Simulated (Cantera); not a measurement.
A closed system holds: 1 mol B2O3, 7.9 mol H2O, 4.1 mol H2, equilibrated at 1.00 bar.

Equilibrium computed with Cantera from the NASA thermochemical tables; the gas is ideal and each condensed phase is pure. Candidate condensed phases: B, B2O3, B3O3H3, H2O; 23 gas species. Gases not in the tables: H3BO3. The numbers say what is thermodynamically allowed, not how fast it happens.

log p: log10 of the partial pressure in bar; n: condensed amount in mol.

```json
[
 {"T (K)": "1125", "log p H2O": "-0.19", "log p H2": "-0.46", "log p HBO2": "-3.67", "log p (HBO2)3": "-2.09", "n B2O3(l)": "0.852"},
 {"T (K)": "1225", "log p H2O": "-0.19", "log p H2": "-0.47", "log p HBO2": "-3.02", "log p (HBO2)3": "-2.25", "n B2O3(l)": "0.894"},
 {"T (K)": "1325", "log p H2O": "-0.19", "log p H2": "-0.47", "log p HBO2": "-2.48", "log p (HBO2)3": "-2.40", "n B2O3(l)": "0.908"},
 {"T (K)": "1425", "log p H2O": "-0.19", "log p H2": "-0.47", "log p HBO2": "-2.01", "log p (HBO2)3": "-2.53", "n B2O3(l)": "0.889"},
 {"T (K)": "1525", "log p H2O": "-0.20", "log p H2": "-0.47", "log p HBO2": "-1.62", "log p (HBO2)3": "-2.66", "n B2O3(l)": "?"},
 {"T (K)": "1625", "log p H2O": "-0.21", "log p H2": "-0.48", "log p HBO2": "-1.28", "log p (HBO2)3": "-2.78", "n B2O3(l)": "?"},
 {"T (K)": "1725", "log p H2O": "-0.24", "log p H2": "-0.49", "log p HBO2": "-0.99", "log p (HBO2)3": "-2.92", "n B2O3(l)": "?"},
 {"T (K)": "1825", "log p H2O": "-0.27", "log p H2": "-0.50", "log p HBO2": "-0.84", "log p (HBO2)3": "-3.34", "n B2O3(l)": "0"},
 {"T (K)": "1925", "log p H2O": "-0.27", "log p H2": "-0.50", "log p HBO2": "-0.84", "log p (HBO2)3": "-4.13", "n B2O3(l)": "0"},
 {"T (K)": "2025", "log p H2O": "-0.27", "log p H2": "-0.50", "log p HBO2": "-0.84", "log p (HBO2)3": "-4.84", "n B2O3(l)": "0"},
 {"T (K)": "2125", "log p H2O": "-0.27", "log p H2": "-0.50", "log p HBO2": "-0.84", "log p (HBO2)3": "-5.49", "n B2O3(l)": "0"},
 {"T (K)": "2225", "log p H2O": "-0.27", "log p H2": "-0.51", "log p HBO2": "-0.85", "log p (HBO2)3": "-6.08", "n B2O3(l)": "0"},
 {"T (K)": "2325", "log p H2O": "-0.27", "log p H2": "-0.51", "log p HBO2": "-0.86", "log p (HBO2)3": "-6.62", "n B2O3(l)": "0"}
]
```

Problem. Fill in the missing entries.

Solution. 
- 1525, n B2O3(l): 0.814
- 1625, n B2O3(l): 0.644
- 1725, n B2O3(l): 0.317
